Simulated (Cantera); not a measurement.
Input: 1 mol CF4, 0.14 mol F2, 1 mol H2, held at 3200 K and 75.0 Torr.

Method: chemical equilibrium by Gibbs-energy minimisation in Cantera with the NASA 1993 tables (ideal gas, pure condensed phases). Candidate condensed phases: C, C6H6, C7H8, C8H18; 95 gas species. Kinetics and transport are ignored.

**Question.** What is the equilibrium state?

**Answer.** 
```
Item                Value
--------------  ---------
x(HF)               0.459
x(F)                0.398
x(CF)              0.0677
x(CF2)             0.0379
x(C3)              0.0229
x(H)              0.00793
x(C)              0.00301
x(C2)             0.00242
x(C5)            0.000740
n(C(graphite))  0.200 mol
gas amount      4.277 mol
```
